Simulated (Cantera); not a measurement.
**Thermodynamics of hydrogen reduction and annealing atmospheres, feed NiS + H2 + N2**

Input: 1 mol NiS, 1100 mol H2, 23 mol N2.

These are equilibrium values from Cantera (NASA tables, ideal gas, pure condensed phases), not measurements of a reactor. Candidate condensed phases: Ni, NiS, NiS2, Ni3S2, Ni3S4, S; 17 gas species. Equilibrium is a limit: real reactors are often held back by kinetics, nucleation or transport.

Map the stable condensed phases over T = 998, 1098, 1198, 1298, 1398, 1498, 1598, 1698, 1798, 1898 K and P in Pa = 10, 42, 180, 750, 3200, 13000, 56000, 240000, 1000000.


```
T in K \ P in Pa
              10      42     180     750    3200   13000   56000  240000 1000000
   1898        A       A       A       A       A       B       B       B       B
   1798        A       A       A       A       B       B       B       B       B
   1698        A       A       A       B       B       B       B       B       B
   1598        A       A       B       B       B       B       B       B       B
   1498        B       B       B       B       B       B       B       B       B
   1398        B       B       B       B       B       B       B       B       B
   1298        B       B       B       B       B       B       B       B       B
   1198        B       B       B       B       B       B       B       B       B
   1098        B       B       B       B       B       B       B       B       B
    998        B       B       B       B       B       B       B       B       B
```
A: gas only; B: Ni.
